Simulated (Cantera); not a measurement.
A closed system holds: 1 mol Al2O3, 0.01 mol H2, equilibrated at 0.470 bar.

These are equilibrium values from Cantera (NASA tables, ideal gas, pure condensed phases), not measurements of a reactor. Candidate condensed phases: Al, Al2O3, H2O; 19 gas species. The tables' values for AlOH are old estimates; treat these amounts as uncertain. Kinetics and transport are ignored. All values below are at 2400 K.

Base state: H2 0.972, H 0.0229, H2O 0.00292, Al 0.000962, Al2O 0.000624, AlOH 0.000205, AlH 8.75e-5, OH 1.26e-5 (mole fractions); condensed: Al2O3(l).

### Question
What changes in the equilibrium state with this change: pressure from 0.470 bar to 0.133 bar?

### Answer
```tsv
species	before	after
H2	0.972	0.950
H	0.0229	0.0425
H2O	0.00292	0.00453
Al	0.000962	0.00169
OH	1.26e-5	3.72e-5
AlO	1.19e-5	3.32e-5
Al2O3(l), mol	1.000	1.000
```
